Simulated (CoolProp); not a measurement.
Vapour-liquid equilibrium of ethylene (1) + isobutane (2) at 353 kPa; x and y are mole fractions of (1).

The numbers come from the multi-fluid Helmholtz-energy mixture model, Smukala 2000 and Bücker 2006; pair parameters Bell 2016 in CoolProp.

```csv
x,"bubble temperature, mixture model (K)","bubble temperature, Raoult's law (K)","y, mixture model","y, Raoult's law"
0.05,281.1,273.0,0.419,0.579
0.15,254.3,245.4,…,0.876
0.25,237.0,230.4,…,0.947
0.35,…,220.8,0.960,0.973
0.45,…,213.8,…,0.985
0.55,…,208.5,0.988,0.991
0.65,…,204.3,0.993,0.995
0.75,201.5,200.7,0.996,0.997
0.85,…,197.7,0.998,0.999
0.95,195.3,195.2,1.000,1.000
```

Problem. Complete the blanks.

Solution. 
- 0.15, y, mixture model: 0.799
- 0.25, y, mixture model: 0.916
- 0.35, bubble temperature, mixture model (K): 225.3
- 0.45, bubble temperature, mixture model (K): 216.9
- 0.45, y, mixture model: 0.979
- 0.55, bubble temperature, mixture model (K): 210.5
- 0.65, bubble temperature, mixture model (K): 205.5
- 0.85, bubble temperature, mixture model (K): 198.1

The largest gap from Raoult's law is +8.9 K in bubble temperature, at x = 0.15. No azeotrope shows between x = 0.05 and 0.95.

The pair parameters rest on a limited set of measurements; away from them the model extrapolates.
